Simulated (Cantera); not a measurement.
Calcination and drying: Mg(OH)2 + CO2

Input: 1 mol Mg(OH)2, 0.99 mol CO2, held at 1.50 bar.

These are equilibrium values from Cantera (NASA tables, ideal gas, pure condensed phases), not measurements of a reactor. Candidate condensed phases: C, C6H6, C7H8, C8H18, H2O, Mg, MgCO3, MgO, Mg(OH)2; 116 gas species. Kinetics and transport are ignored.

From 1025 °C to 1925 °C the condensed part is MgO(s).

```tsv
T (°C)	log p H2O	log p CO2	log p CO	log p O2	log p OH	log p H2	log p H	log p O	n MgO(s)
1025	-0.12	-0.13	-4.60	-4.72	-5.56	-4.84	-8.39	-9.13	1.00
1125	-0.12	-0.13	-4.05	-4.20	-4.96	-4.38	-7.51	-8.14	1.00
1225	-0.12	-0.13	-3.57	-3.75	-4.44	-3.98	-6.76	-7.28	1.00
1325	-0.12	-0.13	-3.16	-3.36	-3.99	-3.63	-6.09	-6.53	1.000
1425	-0.12	-0.13	-2.80	-3.01	-3.59	-3.32	-5.50	-5.86	1.000
1525	-0.12	-0.13	-2.47	-2.70	-3.24	-3.05	-4.98	-5.27	1.000
1625	-0.13	-0.13	-2.19	-2.43	-2.92	-2.80	-4.51	-4.75	1.000
1725	-0.13	-0.14	-1.93	-2.18	-2.63	-2.58	-4.09	-4.27	1.000
1825	-0.13	-0.14	-1.70	-1.96	-2.38	-2.38	-3.70	-3.84	1.000
1925	-0.14	-0.15	-1.50	-1.76	-2.15	-2.20	-3.35	-3.46	1.000
```
log p: log10 of the partial pressure in bar; n: condensed amount in mol.
